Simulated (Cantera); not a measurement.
A perfectly stirred reactor is fed with 1.84 % CH3OH, 1.36 % O2, 96.8 % N2, equivalence ratio 2.0, at 9.87 atm; it is held at 1550 K, and followed from long to short residence time.

Cantera simulation using GRI-Mech 3.0 (53 species, 325 reactions); the numbers are that mechanism's predictions, not measurements. GRI-Mech 3.0 was tuned for natural gas; its chemistry of methanol as a main component is partial and can be far from experiment.

### Question
Predict: x(CH3OH) at τ = 25.0 s; x(O2) at τ = 25.0 s; x(CO2) at τ = 25.0 s; x(HCN) at τ = 25.0 s; x(C2H6) at τ = 25.0 s; x(CH3OH) at τ = 0.280 s; x(O2) at τ = 0.280 s; x(CO2) at τ = 0.280 s; x(HCN) at τ = 0.280 s; x(C2H6) at τ = 0.280 s.

### Answer
```
Quantity                   Value
-----------------------  -------
x(CH3OH) at τ = 25.0 s   2.64e-7
x(O2) at τ = 25.0 s      4.93e-6
x(CO2) at τ = 25.0 s     0.00597
x(HCN) at τ = 25.0 s     2.51e-8
x(C2H6) at τ = 25.0 s    1.97e-8
x(CH3OH) at τ = 0.280 s  1.48e-6
x(O2) at τ = 0.280 s     2.51e-5
x(CO2) at τ = 0.280 s    0.00576
x(HCN) at τ = 0.280 s    1.40e-7
x(C2H6) at τ = 0.280 s   3.36e-9
```
